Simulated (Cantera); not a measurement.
Input: 1 mol SiH4, 0.62 mol N2, equilibrated at 1048.15 K and 0.630 bar.

These are equilibrium values from Cantera (NASA tables, ideal gas, pure condensed phases), not measurements of a reactor. Candidate condensed phases: Si, Si3N4; 18 gas species. N2 is the only nitrogen source here; it is nearly inert below about 1500 K, so the nitride shown seldom forms there in practice. Mutual solubility and eutectic melting of coexisting phases are not modelled. The numbers say what is thermodynamically allowed, not how fast it happens.

Base state: H2 1.00 (mole fractions); condensed: Si(s) + Si3N4(s).

Task: What changes in the equilibrium state with this change: SiH4 replaced by Si2Cl6?

Result: 
| species | before | after |
|---|---|---|
| SiCl4 | 0 | 0.839 |
| N2 | <1e-9 | 0.160 |
| SiCl3 | 0 | 0.000328 |
| H2 | 1.00 | 0 |
| Si(s), mol | 0.0700 | 0 |
| Si3N4(s), mol | 0.310 | 0.167 |
The feed counts by its element totals alone. The tables' values for SiCl3 are old estimates; treat these amounts as uncertain.
